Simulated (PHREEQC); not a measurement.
**City or well water (model solution)**

Model water analysis in mmol/kgw, 25 °C, pH 6.24, pe 11.6:

| constituent | mmol/kgw |
|---|---|
| Na | 1.74 |
| K | 1.48 |
| Ca | 2.42 |
| Mg | 0.581 |
| Cl | 3.89 |
| S(6) | 0.926 |
| Alkalinity (meq/kgw) | 3.55 |
| Pb | 0.00877 |

Cl is adjusted to close the charge balance.
Valence states are taken as typed.

All values are PHREEQC results (ion-association model, wateq4f.dat), not measurements.

```yaml
ionic_strength: 0.0123 mol/kgw
```

```
species  molality  activity   log γ
-------  --------  --------  ------
CO2       0.00400   0.00401   0.001
Cl-       0.00384   0.00342  -0.050
HCO3-     0.00346   0.00310  -0.047
Ca+2      0.00222   0.00144  -0.189
Na+       0.00173   0.00155  -0.048
K+        0.00147   0.00131  -0.050
SO4-2    0.000742  0.000477  -0.192
Mg+2     0.000528  0.000345  -0.186
CaSO4    0.000136  0.000137   0.001
CaHCO3+   6.32e-5   5.68e-5  -0.046
MgSO4     3.84e-5   3.85e-5   0.001
MgHCO3+   1.40e-5   1.25e-5  -0.049
KSO4-     4.91e-6   4.41e-6  -0.047
PbCO3     4.19e-6   4.20e-6   0.001
```

No solid was allowed to form. The solution is supersaturated, for example in Cerrusite, so a real one may precipitate; this is no full list.
